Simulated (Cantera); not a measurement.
**Hydrogen reduction and annealing atmospheres: CuO + H2 + H2O**

Input: 1 mol CuO, 3.1 mol H2, 0.12 mol H2O.

Cantera equilibrium calculation (NASA polynomials, part measured and part estimated; ideal gas, pure solids and liquids). Candidate condensed phases: Cu, CuO, Cu(OH)2, Cu2O, H2O; 12 gas species. Kinetics and transport are ignored.

Stable condensed phases:

```
T in K \ P in Pa
              10      42     180     750    3200   13000   56000  240000 1000000
   1850        A       A       A       B       B       B       B       B       B
   1800        A       A       A       B       B       B       B       B       B
   1750        A       A       B       B       B       B       B       B       B
   1700        A       A       B       B       B       B       B       B       B
   1650        A       B       B       B       B       B       B       B       B
   1600        A       B       B       B       B       B       B       B       B
   1550        B       B       B       B       B       B       B       B       B
   1500        B       B       B       B       B       B       B       B       B
   1450        B       B       B       B       B       B       B       B       B
   1400        B       B       B       B       B       B       B       B       B
   1350        B       B       B       B       B       B       B       B       B
```

A: gas only; B: Cu.
